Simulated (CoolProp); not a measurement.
Vapour-liquid equilibrium of m-xylene (1) + o-xylene (2) at 306.6 K; x and y are mole fractions of (1).

Computed with CoolProp (multi-fluid Helmholtz-energy mixture model, Zhou 2012 and Zhou 2012; pair parameters Bell 2016).

Question: Give the bubble pressure and the first vapour's composition at x = 0.275, 0.35, 0.875. Is there an azeotrope?

Answer: x = 0.275: 0.01541 bar, y = 0.320; x = 0.35: 0.01568 bar, y = 0.402; x = 0.875: 0.01753 bar, y = 0.896. No azeotrope shows between x = 0.05 and 0.95.

The pair parameters rest on a limited set of measurements; away from them the model extrapolates.
